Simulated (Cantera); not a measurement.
**Sublimation and decomposition of ceramics: SiC + H₂**

A closed system holds: 1 mol SiC, 6.9 mol H₂, held at 133 Pa.

These are equilibrium values from Cantera (NASA tables, ideal gas, pure condensed phases), not measurements of a reactor. Candidate condensed phases: C, C₆H₆, C₇H₈, C₈H₁₈, Si, SiC; 87 gas species. Gases not in the tables: Si₂H₆ and higher silanes. Kinetics and transport are ignored.

| T (K) | x H₂ | x H | x Si | x C₂H₂ (acetylene) | x SiC₂ | n SiC(s) | n C(graphite) |
|---|---|---|---|---|---|---|---|
| 1498 | 1.000 | 0.000471 | 4.77e-7 | 1.15e-7 | 1.07e-11 | 1.000 | 0 |
| 1598 | 0.999 | 0.00146 | 3.09e-6 | 1.51e-6 | 6.65e-10 | 1.000 | 0 |
| 1698 | 0.996 | 0.00395 | 1.92e-5 | 1.02e-5 | 2.11e-8 | 1.000 | 0 |
| 1798 | 0.990 | 0.00960 | 9.96e-5 | 5.25e-5 | 4.41e-7 | 0.999 | 0 |
| 1898 | 0.978 | 0.0212 | 0.000434 | 0.000225 | 6.65e-6 | 0.997 | 0 |
| 1998 | 0.954 | 0.0429 | 0.00174 | 0.000724 | 7.12e-5 | 0.986 | 0.00220 |
| 2098 | 0.910 | 0.0804 | 0.00759 | 0.00130 | 0.000485 | 0.936 | 0.0361 |
x: gas mole fraction; n: condensed amount in mol.

From 1498 K to 1898 K the condensed part is SiC(s). From 1998 K to 2098 K the condensed part is C(graphite) + SiC(s). The main Si-bearing gas is Si throughout.
